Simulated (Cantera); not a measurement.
## Pyrogenic steam for wet oxidation

An isothermal, constant-pressure homogeneous reactor starts with H2 : O2 : N2 = 0.85 : 1.6 : 10 (molar parts), at 1273 K and 24000 Pa.

Detailed kinetics in Cantera: GRI-Mech 3.0 (53 species, 325 reactions). The temperature is held fixed by assumption; the heat of reaction is taken as removed at once.

```tsv
t (s)	x H2	x O2	x NO	x H2O2	x O	x H2O	x H
0.000900	0.00183	0.0962	5.62e-6	9.28e-7	0.00449	0.0655	0.00385
0.00259	0.000245	0.0974	5.96e-6	4.88e-7	0.000558	0.0700	0.000162
0.00744	2.51e-5	0.0976	5.96e-6	1.39e-7	5.81e-5	0.0705	5.43e-6
0.0214	3.69e-6	0.0977	5.95e-6	3.74e-8	9.27e-6	0.0706	3.45e-7
0.0615	7.89e-7	0.0977	5.96e-6	1.11e-8	2.12e-6	0.0707	3.76e-8
0.177	2.14e-7	0.0977	5.96e-6	3.57e-9	5.99e-7	0.0707	5.62e-9
0.509	6.94e-8	0.0977	5.97e-6	1.27e-9	1.98e-7	0.0707	1.07e-9
1.46	3.11e-8	0.0977	5.96e-6	5.99e-10	8.79e-8	0.0707	3.25e-10
4.21	2.49e-8	0.0977	5.96e-6	4.85e-10	6.97e-8	0.0707	2.33e-10
12.1	2.47e-8	0.0977	5.96e-6	4.81e-10	6.91e-8	0.0707	2.30e-10
34.8	2.47e-8	0.0977	5.96e-6	4.81e-10	6.91e-8	0.0707	2.30e-10
100	2.47e-8	0.0977	5.96e-6	4.81e-10	6.91e-8	0.0707	2.30e-10
```
x: mole fraction; the columns are a selection and need not sum to one.

Equilibrium at this temperature and pressure: H2 2.47e-8, O2 0.0976, NO 0.000233, H2O2 4.80e-10, O 6.90e-8, H2O 0.0707, H 2.30e-10 (gas phase only).
